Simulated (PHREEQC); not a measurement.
A made-up water analysis in mg/L, 25 °C, pH 6.32, pe -1.1:

| constituent | mg/L |
|---|---|
| Na | 8970 |
| K | 196 |
| Ca | 211 |
| Mg | 2600 |
| Cl | 21800 |
| S(6) as SO4 | 1640 |
| Alkalinity as HCO3 | 1.2 |
| Sr | 9.86 |
| Br | 90.9 |

Valence states are taken as typed.

Computed with PHREEQC (ion-association model, phreeqc.dat).

No solid was allowed to form.

Problem. Predict the activity of water, density, charge-balance error.

Solution. activity of water 0.980; density 1.024 g/cm³; charge-balance error -2.5 %.

Problem. In which forms is Mg present?

Solution. Mg+2 93 %, MgSO4 6.7 % of the Mg.

Ionic strength above about 0.7 mol/kgw puts this run outside the model's range. Complexes and solids missing from the database can't appear.
